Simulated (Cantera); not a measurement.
**Gas-phase reforming**

An isothermal, constant-pressure homogeneous reactor starts with CH₄ : H₂O = 1 : 4.9 (molar parts), at 1975 K and 0.240 bar.

Detailed kinetics in Cantera: GRI-Mech 3.0 (53 species, 325 reactions).

```json
[
 {"t (s)": "2.00e-5", "x CH₄": "0.167", "x H₂O": "0.829", "x CO₂": "5.90e-11", "x CH₂O": "6.42e-6", "x O₂": "2.29e-10"},
 {"t (s)": "0.000138", "x CH₄": "0.131", "x H₂O": "0.810", "x CO₂": "6.93e-6", "x CH₂O": "0.000342", "x O₂": "1.56e-7"},
 {"t (s)": "0.000946", "x CH₄": "0.0309", "x H₂O": "0.704", "x CO₂": "0.00154", "x CH₂O": "8.10e-5", "x O₂": "7.12e-7"},
 {"t (s)": "0.00650", "x CH₄": "0.00832", "x H₂O": "0.576", "x CO₂": "0.0180", "x CH₂O": "1.58e-5", "x O₂": "4.93e-7"},
 {"t (s)": "0.0447", "x CH₄": "0.000934", "x H₂O": "0.471", "x CO₂": "0.0258", "x CH₂O": "9.18e-7", "x O₂": "2.81e-7"},
 {"t (s)": "0.308", "x CH₄": "3.95e-11", "x H₂O": "0.467", "x CO₂": "0.0259", "x CH₂O": "3.98e-9", "x O₂": "3.20e-7"},
 {"t (s)": "2.11", "x CH₄": "3.95e-11", "x H₂O": "0.467", "x CO₂": "0.0259", "x CH₂O": "3.98e-9", "x O₂": "3.20e-7"},
 {"t (s)": "14.5", "x CH₄": "3.95e-11", "x H₂O": "0.467", "x CO₂": "0.0259", "x CH₂O": "3.98e-9", "x O₂": "3.20e-7"},
 {"t (s)": "100", "x CH₄": "3.95e-11", "x H₂O": "0.467", "x CO₂": "0.0259", "x CH₂O": "3.98e-9", "x O₂": "3.20e-7"}
]
```
x: mole fraction; the columns are a selection and need not sum to one.

Equilibrium at this temperature and pressure: CH₄ 4.75e-11, H₂O 0.467, CO₂ 0.0259, CH₂O 3.98e-9, O₂ 3.20e-7 (gas phase only).
